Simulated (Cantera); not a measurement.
A perfectly stirred reactor is fed with N2O : N2 = 1 : 2 (molar parts), at 20.0 Torr; it is held at 1475 K, and followed from long to short residence time.

Detailed kinetics in Cantera: GRI-Mech 3.0 (53 species, 325 reactions). GRI-Mech 3.0 was tuned for natural gas; its chemistry of N2O as a main component is partial and can be far from experiment. Radical loss at walls, strong at low pressure, is not modelled. The temperature is held fixed by assumption; the heat of reaction is taken as removed at once.

```
quantity                before     after
---------------------  -------  --------
x(N2O) at τ = 26.0 s    0.0103  0.000576
x(NO) at τ = 26.0 s     0.0593   0.00935
x(N2) at τ = 26.0 s      0.822     0.852
x(O2) at τ = 26.0 s      0.109     0.138
x(NO2) at τ = 26.0 s   1.54e-5   4.94e-5
x(N2O) at τ = 0.190 s    0.267    0.0476
x(NO) at τ = 0.190 s    0.0133    0.0396
x(N2) at τ = 0.190 s     0.698     0.810
x(O2) at τ = 0.190 s    0.0217     0.102
x(NO2) at τ = 0.190 s  2.35e-6  0.000233
```

**Question.** Name the change that produced these shifts.
A) pressure from 20.0 Torr to 100.0 Torr
B) pressure from 20.0 Torr to 2.00 bar
C) pressure from 20.0 Torr to 10.00 Torr
D) pressure from 20.0 Torr to 0.880 bar

**Answer.** D, pressure from 20.0 Torr to 0.880 bar
